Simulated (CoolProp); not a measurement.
o-xylene along the isobar 0.101 MPa: fugacity coefficient from the reference equation and from simpler models built on Tc = 630.3 K, pc = 3.737 MPa, ω = 0.312; each cubic takes its own stable root.

Computed with CoolProp (reference Helmholtz-energy equation of state, Zhou 2012).

| T (K) | phase | reference |
|---|---|---|
| 331.6 | liquid | 0.05025 |
| 372.8 | liquid | 0.2552 |
| 414 | liquid | 0.8744 |
| 455.2 | gas | 0.9681 |
| 496.4 | gas | 0.9771 |
| 537.6 | gas | 0.9828 |
| 578.8 | gas | 0.9867 |
| 620 | gas | 0.9893 |

Q: How far does each simpler model (van der Waals, Soave-Redlich-Kwong) lie from the reference over these 8 states: mean and median of the absolute difference, and the worst?

A: 
- van der Waals: mean 264.7 %, median 1.2 %, worst +1820.8 % at 331.6 K and 0.101 MPa
- Soave-Redlich-Kwong: mean 1.0 %, median 0.3 %, worst -4.2 % at 331.6 K and 0.101 MPa

At some of these states van der Waals gives the other phase, because its saturation line lies elsewhere.
